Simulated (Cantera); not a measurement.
An isothermal plug-flow reactor at 575 K and 101000 Pa (inlet), inlet velocity 0.086 m/s, active area per volume 3400 1/m; feed CO : O₂ : N₂ : H₂O = 0.018 : 0.012 : 0.79 : 0.03 (molar parts).

Detailed kinetics in Cantera: Deutschmann's 1995 Pt surface mechanism with GRI-Mech 3.0 gas chemistry. Catalytic surfaces can have several steady states; this one follows from the mechanism file's or the stated starting coverage. Mass transfer to the wall is taken as infinitely fast.

Question: Predict: x(CO) at z = 0.089 m; x(O₂) at z = 0.089 m; x(H₂O) at z = 0.089 m; x(CO₂) at z = 0.089 m; θ(free Pt) at the exit; θ(CO*) at the exit.

Answer: 
| Item | Result |
|---|---|
| x(CO) at z = 0.089 m | 0.0128 |
| x(O₂) at z = 0.089 m | 0.00994 |
| x(H₂O) at z = 0.089 m | 0.0354 |
| x(CO₂) at z = 0.089 m | 0.00847 |
| θ(free Pt) at the exit | 0.00382 |
| θ(CO*) at the exit | 0.995 |
